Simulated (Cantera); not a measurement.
Cantera with NASA thermochemical tables; ideal gases at 1 bar, condensed phases pure. Values are per mole of reaction as written; species without (g) are pure solids or liquids, kept so even where they would boil at 1 bar. TiC: taken at fixed stoichiometry.

**Question.** Between 300 and 523 K, where is each reaction favourable under standard conditions?
- TiCl4 + CCl4(g) ⇌ TiC + 8 Cl(g)

**Answer.** 
- TiCl4 + CCl4(g) ⇌ TiC + 8 Cl(g): ΔG° is 1451 kJ at 300 K and 1278 kJ at 523 K; it stays positive (K < 1). ΔH° is 1682 kJ and ΔS° 773 J/K at 523 K.
